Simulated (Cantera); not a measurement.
What does this Cantera script print?

```python
import numpy as np
import cantera as ct

gas = ct.Solution("gri30.yaml")
gas.TPX = 1198, 1100000, {'CH3OH': 1, 'O2': 0.98, 'N2': 11.1}
reactor = ct.IdealGasConstPressureReactor(gas, energy="on", clone=False)
net = ct.ReactorNet([reactor])
net.rtol, net.atol = 1e-08, 1e-16
show = ['CH3OH', 'O2', 'NO2', 'CO', 'CH2', 'C2H2', 'HCO']
times = np.geomspace(1e-06, 0.4, 13)

steps = ct.SolutionArray(gas, extra=["t"])
rows = []
print(f"{'t/s':>10s}{'T/K':>9s}{'P/Pa':>11s}" + "".join(f"{s:>11s}" for s in show))
for t in times:
    while net.time < t:
        t_next = net.step()
        steps.append(gas.state, t=t_next)
    rows.append([np.interp(t, steps.t, y) for y in (steps.T, steps.P, *steps(*show).X.T)])
    print(f"{t:10.3e}{rows[-1][0]:9.1f}{rows[-1][1]:11.4g}" + "".join(f"{x:11.3e}" for x in rows[-1][2:]))
rate = np.gradient(steps.T, steps.t)
print("integrator steps:", len(steps.t))
if steps.T.max() > steps.T[0] + 200:
    print(f"time of steepest temperature rise: {steps.t[rate.argmax()]:.4e} s")
gas.TPX = 1198, 1100000, {'CH3OH': 1, 'O2': 0.98, 'N2': 11.1}
gas.equilibrate("HP")
print(f"equilibrium (HP): T = {gas.T:.1f} K  " + "  ".join(f"{s} {gas[s].X[0]:.3e}" for s in show))
```

Result:

```
       t/s      T/K       P/Pa      CH3OH         O2        NO2         CO        CH2       C2H2        HCO
 1.000e-06   1198.0    1.1e+06  7.645e-02  7.492e-02  2.822e-26  3.168e-09  7.390e-11  7.392e-18  9.316e-15
 2.930e-06   1198.0    1.1e+06  7.645e-02  7.492e-02  1.017e-24  9.349e-09  7.390e-11  2.203e-17  3.038e-14
 8.584e-06   1198.0    1.1e+06  7.645e-02  7.492e-02  3.182e-23  2.748e-08  7.390e-11  6.492e-17  1.000e-13
 2.515e-05   1198.0    1.1e+06  7.645e-02  7.492e-02  9.401e-22  8.088e-08  7.390e-11  1.906e-16  3.337e-13
 7.368e-05   1198.0    1.1e+06  7.645e-02  7.492e-02  2.588e-20  2.400e-07  7.389e-11  5.597e-16  1.181e-12
 2.159e-04   1198.0    1.1e+06  7.644e-02  7.492e-02  7.259e-19  7.426e-07  7.388e-11  1.647e-15  5.662e-12
 6.325e-04   1198.1    1.1e+06  7.638e-02  7.489e-02  3.861e-17  3.361e-06  7.394e-11  4.908e-15  7.385e-11
 1.853e-03   1954.4    1.1e+06  5.033e-13  2.408e-06  7.067e-11  4.063e-02  9.964e-14  1.670e-14  7.277e-08
 5.429e-03   1957.4    1.1e+06  3.124e-13  4.302e-08  1.682e-11  4.067e-02  8.909e-15  6.708e-15  1.175e-08
 1.591e-02   1957.4    1.1e+06  3.200e-13  4.294e-08  1.533e-11  4.067e-02  9.871e-15  6.052e-15  1.174e-08
 4.660e-02   1957.4    1.1e+06  3.201e-13  4.294e-08  1.468e-11  4.067e-02  9.882e-15  6.073e-15  1.174e-08
 1.365e-01   1957.4    1.1e+06  3.200e-13  4.294e-08  1.325e-11  4.067e-02  9.878e-15  6.070e-15  1.174e-08
 4.000e-01   1957.4    1.1e+06  3.200e-13  4.295e-08  1.086e-11  4.067e-02  9.871e-15  6.065e-15  1.174e-08
integrator steps: 2304
time of steepest temperature rise: 1.7536e-03 s
equilibrium (HP): T = 1957.4 K  CH3OH 3.275e-13  O2 4.295e-08  NO2 8.569e-12  CO 4.067e-02  CH2 1.087e-14  C2H2 6.679e-15  HCO 1.174e-08
```

Model: GRI-Mech 3.0 (53 species, 325 reactions), integrated in Cantera. GRI-Mech 3.0 was tuned for natural gas; its chemistry of methanol as a main component is partial and can be far from experiment.
